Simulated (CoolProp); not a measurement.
Vapour-liquid equilibrium of isobutane (1) + R245fa (2) at 327.5 K; x and y are mole fractions of (1).

Model: multi-fluid Helmholtz-energy mixture model, Bücker 2006 and Akasaka 2015; pair parameters Bell 2016, in CoolProp.

```csv
x,bubble pressure (MPa),y at the bubble point,dew pressure at overall composition x (MPa),liquid density (mol/L)
0.05,0.4978,0.226,?,9.276
0.125,0.6154,0.396,0.4450,9.157
0.2,0.6957,0.486,0.4831,9.043
0.275,0.7500,0.542,0.5274,?
0.35,0.7870,?,0.5792,?
0.425,0.8128,0.611,0.6396,8.758
0.5,0.8312,0.638,0.7087,8.692
0.575,0.8444,?,?,8.645
0.65,0.8531,0.692,0.8381,8.618
0.725,0.8565,0.725,0.8565,8.615
0.8,0.8522,0.769,0.8447,8.635
0.875,?,0.828,0.8180,8.677
0.95,0.8005,0.915,0.7847,8.741
```

Problem. Complete the blanks.

Solution. 
- 0.05, dew pressure at overall composition x (MPa): 0.4120
- 0.275, liquid density (mol/L): 8.937
- 0.35, y at the bubble point: 0.581
- 0.35, liquid density (mol/L): 8.841
- 0.575, y at the bubble point: 0.664
- 0.575, dew pressure at overall composition x (MPa): 0.7813
- 0.875, bubble pressure (MPa): 0.8359

y crosses x between x = 0.725 and 0.8: the model has an azeotrope there.

Pair parameters are fitted to limited data, so mixtures are less certain than the pure fluids. With so large a gap from Raoult's law the liquid may split in two, which this calculation doesn't test in full.
